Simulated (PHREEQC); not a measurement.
Dissolve 0.56 mol Na2CO3, 0.02 mol K2SO4 and 7.5e-05 mol H4SiO4 per kg of water at 25 °C. Closed to the air; pH follows from the charge balance.

Model: Pitzer model, pitzer.dat, run in PHREEQC.

| quantity | before | after |
|---|---|---|
| pH | 11.59 | 10.90 |
| ionic strength (mol/kgw) | 1.73 | 1.72 |
| HCO3- (mol/kgw) | 0.00591 | 0.0190 |
| H3SiO4- (mol/kgw) | 5.80e-5 | 4.44e-5 |
| H2SiO4-2 (mol/kgw) | 1.66e-5 | 3.02e-5 |
| H4SiO4 (mol/kgw) | 3.82e-7 | 4.25e-7 |
| SI of SiO2(a) (SiO2) | -3.68 | -3.98 |
| SI of Arcanite (K2SO4) | -4.28 | -4.64 |

Name the change that produced these shifts.
A. temperature from 25 to 70 °C
B. Na2CO3 replaced by KHCO3 at the same molality
C. H4SiO4 from 7.5e-05 to 6.75e-05 mol/kgw
D. temperature from 25 to 55 °C
E. diluted 5-fold with water

A, temperature from 25 to 70 °C

Precipitation was switched off in this run. In brines, pH and single-ion activities rest on the MacInnes convention. Constants without temperature data keep their 25 °C values here.
